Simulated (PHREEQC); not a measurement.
## Ultrapure water in contact with air or piping: speciation

A made-up water analysis in mmol/kgw, 42 °C, pH 6.38, pe 9.8:

```tsv
constituent	mmol/kgw
Na	0.000162
K	0.000177
Ca	0.00103
Mg	5.54e-05
Cl	0.00182
S(6)	7.38e-05
Alkalinity (meq/kgw)	0.000574
O(0) (counted as O atoms)	1.51e-05
Br	6.81e-06
Cu(2)	9.64e-07
Li	7.76e-05
B	2.08e-05
Pb	2.04e-05
```

Valence states are taken as typed.

All values are PHREEQC results (ion-association model, phreeqc.dat), not measurements.

The ionic strength comes out as 4.18e-6 mol/kgw and the charge-balance error is 1.4 %.

```csv
species,molality,activity,log γ
Cl-,1.82e-6,1.82e-6,-0.001
Ca+2,1.03e-6,1.02e-6,-0.004
HCO3-,9.10e-7,9.08e-7,-0.001
CO2,7.44e-7,7.44e-7,0.000
H+,4.18e-7,4.17e-7,-0.001
K+,1.77e-7,1.77e-7,-0.001
Na+,1.62e-7,1.62e-7,-0.001
OH-,8.02e-8,8.00e-8,-0.001
Li+,7.76e-8,7.74e-8,-0.001
SO4-2,7.38e-8,7.30e-8,-0.004
Mg+2,5.54e-8,5.48e-8,-0.004
H3BO3,2.08e-8,2.08e-8,0.000
Pb+2,1.94e-8,1.92e-8,-0.004
O2,7.55e-9,7.55e-9,0.000
Br-,6.81e-9,6.79e-9,-0.001
```

No solid was allowed to form. Constants without temperature data keep their 25 °C values here. The database's constant for dissolved Cu(OH)2 is higher than later reviews accept.
